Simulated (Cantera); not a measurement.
An adiabatic, constant-volume homogeneous reactor starts with CH₄ : CO : O₂ : N₂ = 1 : 0.55 : 1.08 : 11.9 (molar parts), at 1648 K and 9.87 atm.

Cantera simulation using GRI-Mech 3.0 (53 species, 325 reactions); the numbers are that mechanism's predictions, not measurements.

x: mole fraction; the columns are a selection and need not sum to one.

```tsv
t (s)	T (K)	P (bar)	x CH₄	x CO	x O₂	x CH₂O	x CH₂	x C₂H₆	x C₂H₂
4.00e-6	1648	10.00	0.0688	0.0378	0.0743	2.64e-6	1.47e-10	2.85e-7	1.12e-11
1.10e-5	1648	10.00	0.0687	0.0378	0.0743	___	___	___	___
3.01e-5	1649	10.0	0.0682	0.0378	0.0741	0.000152	4.77e-9	0.000103	7.36e-8
8.26e-5	1662	10.1	0.0653	0.0381	0.0725	0.000667	2.38e-8	0.000664	4.29e-6
0.000227	2395	15.4	___	0.0810	___	___	___	___	___
0.000622	2390	15.4	2.21e-6	0.0868	6.19e-7	4.83e-8	1.37e-8	1.66e-12	3.01e-6
0.00171	2390	15.4	6.06e-10	0.0868	6.32e-7	3.62e-8	3.97e-12	<1e-12	1.06e-12
0.00469	2391	15.4	5.43e-10	0.0868	6.36e-7	3.62e-8	3.54e-12	<1e-12	<1e-12
0.0129	2391	15.4	5.33e-10	0.0868	6.38e-7	3.62e-8	3.47e-12	<1e-12	<1e-12
0.0353	2391	15.4	5.33e-10	0.0868	6.38e-7	3.62e-8	3.47e-12	<1e-12	<1e-12
0.0968	2391	15.4	5.33e-10	0.0868	6.38e-7	3.62e-8	3.47e-12	<1e-12	<1e-12
0.266	2391	15.4	5.33e-10	0.0868	6.38e-7	3.62e-8	3.47e-12	<1e-12	<1e-12
0.729	2391	15.4	5.33e-10	0.0868	6.38e-7	3.62e-8	3.47e-12	<1e-12	<1e-12
2.00	2391	15.4	5.33e-10	0.0868	6.38e-7	3.62e-8	3.47e-12	<1e-12	<1e-12
```

Problem. Complete the blanks.

Solution. 
- 1.10e-5, x CH₂O: 2.26e-5
- 1.10e-5, x CH₂: 1.04e-9
- 1.10e-5, x C₂H₆: 7.08e-6
- 1.10e-5, x C₂H₂: 1.01e-9
- 0.000227, x CH₄: 0.000578
- 0.000227, x O₂: 7.37e-7
- 0.000227, x CH₂O: 4.22e-6
- 0.000227, x CH₂: 4.49e-6
- 0.000227, x C₂H₆: 1.15e-7
- 0.000227, x C₂H₂: 0.00201
